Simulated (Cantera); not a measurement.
An adiabatic, constant-volume homogeneous reactor starts with H2 : O2 : N2 = 1 : 0.633 : 2.38 (molar parts), equivalence ratio 0.79, at 1150 K and 16.0 bar. Integrator tolerance rtol = 1e-08.

Computed with Cantera and the H2/O2 subset of GRI-Mech 3.0, which has no nitrogen chemistry. The hydrogen kinetics of GRI-Mech 3.0 are dated; newer H2 mechanisms differ, most at raised pressure. The pressure lies above the range GRI-Mech 3.0 was tuned for (to about 10 atm). Above 3000 K some thermodynamic fits are extrapolated.

Q: How do the results move with these cheaper or finer settings: rtol 1e-08 to 1e-10; full GRI-Mech 3.0 in place of its H2/O2 subset?

A: 
| setting | time of steepest temperature rise | temperature at 0.300 s | equilibrium temperature | x(H2) at 0.300 s | integrator steps |
|---|---|---|---|---|---|
| as above | 0.316 ms | 3042 K | 3042 K | 0.0114 | 1398 |
| rtol 1e-08 to 1e-10 | 0.316 ms | 3042 K | 3042 K | 0.0114 | 2137 |
| full GRI-Mech 3.0 in place of its H2/O2 subset | 0.316 ms | 3014 K | 3014 K | 0.0118 | 1597 |
